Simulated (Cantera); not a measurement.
Input: 1 mol Pb, 0.76 mol CO, 38 mol H2, equilibrated at 773 K and 0.0100 bar.

Equilibrium computed with Cantera from the NASA thermochemical tables; the gas is ideal and each condensed phase is pure. Equilibrium is a limit: real reactors are often held back by kinetics, nucleation or transport.

| species | before | after |
|---|---|---|
| H2 | 0.971 | 0.979 |
| CO | 0.00977 | 0.0184 |
| CH4 | 0.00974 | 0.00121 |
| Pb | 2.31e-6 | 0.000130 |
| CO2 | 0.000478 | 5.05e-5 |
| H2O | 0.00926 | 0.00116 |
| Pb(l), mol | 1.000 | 0.995 |
Gas species are given as mole fractions.

**Question.** Name the change that produced these shifts.
(A) temperature from 773 K to 1548 K
(B) temperature from 773 K to 948 K
(C) temperature from 773 K to 1148.15 K
(D) temperature from 773 K to 898 K

**Answer.** D, temperature from 773 K to 898 K
